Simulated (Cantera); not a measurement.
An isothermal, constant-pressure homogeneous reactor starts with 16.9 % CH4, 81.4 % H2O, 1.69 % H2, at 1225 K and 500000 Pa.

Detailed kinetics in Cantera: GRI-Mech 3.0 (53 species, 325 reactions).

### Question
Predict: x(CH4) at 200 s; x(H2O) at 200 s; x(H2) at 200 s; x(C2H2) at 200 s; x(CO2) at 200 s.

### Answer
| Property | Result |
|---|---|
| x(CH4) at 200 s | 0.138 (gas-phase equilibrium 9.63e-5) |
| x(H2O) at 200 s | 0.781 (gas-phase equilibrium 0.431) |
| x(H2) at 200 s | 0.0643 (gas-phase equilibrium 0.443) |
| x(C2H2) at 200 s | 0.00277 (gas-phase equilibrium 4.13e-12) |
| x(CO2) at 200 s | 0.00527 (gas-phase equilibrium 0.0504) |
